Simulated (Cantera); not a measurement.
A closed system holds: 1 mol Hg, 0.94 mol H₂, 14 mol N₂, equilibrated at 1100 K and 0.0133 bar.

Cantera equilibrium calculation (NASA polynomials, part measured and part estimated; ideal gas, pure solids and liquids). Candidate condensed phases: Hg; 10 gas species. Kinetics and transport are ignored.

Base state: N₂ 0.878, Hg 0.0627, H₂ 0.0590 (mole fractions); condensed: gas only.

Question: What changes in the equilibrium state with this change: Hg replaced by PbO?

Answer: 
| species | before | after |
|---|---|---|
| N₂ | 0.878 | 0.928 |
| H₂O | 0 | 0.0623 |
| Pb | 0 | 0.00909 |
| Hg | 0.0627 | 0 |
| H₂ | 0.0590 | 1.29e-5 |
| PbO | 0 | 0.000465 |
| Pb(l), mol | 0 | 0.803 |
| PbO(yellow), mol | 0 | 0.0532 |
Mutual solubility and eutectic melting of coexisting phases are not modelled. Further candidate phases: H₂O, Pb, PbO, PbO₂, Pb₃O₄.
